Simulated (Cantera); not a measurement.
An isothermal, constant-pressure homogeneous reactor starts with 1.67 % CH4, 98.1 % H2, 0.0794 % N2, 0.177 % H2O, at 2323 K and 1700 Pa.

Detailed kinetics in Cantera: GRI-Mech 3.0 (53 species, 325 reactions). GRI-Mech 3.0 stops at C3 and has no aromatics, soot or wall deposition, so with more carbon than oxygen in the feed, carbon stays in small species such as C2H2 where larger ones or solid carbon would form. Radical loss at walls, strong at low pressure, is not modelled.

Predict: x(CH4) at 3.00 s; x(H2) at 3.00 s; x(C2H) at 3.00 s; x(HCN) at 3.00 s; x(H) at 3.00 s; x(C2H2) at 3.00 s.

x(CH4) at 3.00 s: 3.57e-6 (gas-phase equilibrium 3.49e-6)
x(H2) at 3.00 s: 0.910 (gas-phase equilibrium 0.910)
x(C2H) at 3.00 s: 2.94e-5 (gas-phase equilibrium 2.73e-5)
x(HCN) at 3.00 s: 4.98e-6 (gas-phase equilibrium 0.000998)
x(H) at 3.00 s: 0.0803 (gas-phase equilibrium 0.0803)
x(C2H2) at 3.00 s: 0.00699 (gas-phase equilibrium 0.00649)
